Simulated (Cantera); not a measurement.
SiH₄ + CO₂ + NO (silicon oxide and oxynitride deposition)

Feed: 1 mol SiH₄, 27 mol CO₂, 12 mol NO, at 1123.15 K and 0.263 Torr.

Cantera equilibrium calculation (NASA polynomials, part measured and part estimated; ideal gas, pure solids and liquids). Candidate condensed phases: C, C₆H₆, C₇H₈, C₈H₁₈, H₂O, Si, SiC, SiO₂, Si₂N₂O, Si₃N₄; 151 gas species. Rates play no part.

```json
{
  "x(CO₂)": "0.692",
  "x(N₂)": "0.154",
  "x(O₂)": "0.103",
  "x(H₂O)": "0.0513",
  "x(NO)": "3.23e-5",
  "x(OH)": "4.29e-6",
  "n(SiO₂(β-quartz))": "1.00 mol",
  "gas_amount": "39.00 mol",
  "log10 activity of C(graphite) (absent)": "-17.59",
  "log10 activity of Si(s) (absent)": "-28.51"
}
```
